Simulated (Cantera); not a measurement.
Feed: 1 mol FeCl2, 2 mol H2, 4.6 mol N2, equilibrated at 3.00 mbar.

Method: chemical equilibrium by Gibbs-energy minimisation in Cantera with the NASA 1993 tables (ideal gas, pure condensed phases). Candidate condensed phases: Fe, FeCl2, FeCl3, NH4Cl; 18 gas species. Equilibrium is a limit: real reactors are often held back by kinetics, nucleation or transport.

At 1625 K, list the 4 most abundant gas species with their mole fractions, and the condensed phases.

N2 0.605, H2 0.201, HCl 0.123, FeCl2 0.0696. Condensed: Fe(γ).
